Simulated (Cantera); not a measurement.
Cantera run:

```python
import numpy as np
import cantera as ct

gas_names = """
    H H2 N NH NH2 NH3 N2 N2H2 N2H4 Si SiH SiH2 SiH3 SiH4 SiN Si2 Si2N Si3
""".split()
cond_names = """
    Si(cr) Si(L) Si3N4(a)
""".split()


# ... load() reads the species with a 1 bar reference pressure and builds the phases ...
atoms = {
    'trisilylamine': {'Si': 3, 'N': 1, 'H': 9},
    'N2': {'N': 2},
}
top_T = {'Si3N4(a)': 2400}  # K; cautious upper limits of use, not melting points


# ... equilibrate(T, P, feed) seeds the gas with the atoms and calls Mixture.equilibrate('TP', solver="vcs", rtol=1e-11, max_steps=5000) ...
results = []
feed = {'trisilylamine': 1, 'N2': 1}  # mol
T = 1673.15  # K
P = 22000  # Pa
mix = equilibrate(T, P, feed)
results.append((T, P, feed, dict(zip(mix.species_names, mix.species_moles))))
x = sorted(zip(gas.X, gas.species_names), reverse=True)
print(f"T = {T:g} K  P = {P:g} Pa  gas = {mix.phase_moles(0):.4g} mol")
print("   x: " + "  ".join(f"{s} {v:.3e}" for v, s in x if v > 0.001))
print("   condensed (mol): " + ("  ".join(f"{mix.phase(i).name} {mix.phase_moles(i):.4g}"
      for i in range(1, mix.n_phases) if mix.phase_moles(i) > 1e-12) or "none"))
```

Output:

```
T = 1673.15 K  P = 22000 Pa  gas = 4.521 mol
   x: H2 9.952e-01  N2 4.535e-03
   condensed (mol): Si(cr) 0.7807  Si3N4(a) 0.7397
```

Method: chemical equilibrium by Gibbs-energy minimisation in Cantera with the NASA 1993 tables (ideal gas, pure condensed phases). The feed counts by its element totals alone. Mutual solubility and eutectic melting of coexisting phases are not modelled. Gases not in the tables: Si2H6 and higher silanes.
